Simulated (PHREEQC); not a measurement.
A solution holds 0.15 mol/kgw CsOH, 0.013 mol/kgw H3BO3 and 0.015 mol/kgw Na2CO3, at 25 °C. Closed to the air; pH follows from the charge balance.

Computed with PHREEQC (ion-association model, wateq4f.dat).

| quantity | before | after |
|---|---|---|
| pH | 12.99 | 12.39 |
| ionic strength (mol/kgw) | 0.191 | 0.187 |
| CO3-2 (mol/kgw) | 0.0129 | 0.0109 |
| NaCO3- (mol/kgw) | 0.00210 | 0.00410 |
| HCO3- (mol/kgw) | 1.18e-5 | 2.84e-5 |
| SI of Natron (Na2CO3:10H2O) | -4.47 | -5.35 |
| SI of Nahcolite (NaHCO3) | -6.19 | -6.02 |

Task: Name the change that produced these shifts.
(A) temperature from 25 to 55 °C
(B) temperature from 25 to 45 °C
(C) CsOH left out
(D) Na2CO3 from 0.015 to 0.0075 mol/kgw
(E) temperature from 25 to 90 °C

Result: B, temperature from 25 to 45 °C

No solid was allowed to form. Constants without temperature data keep their 25 °C values here.
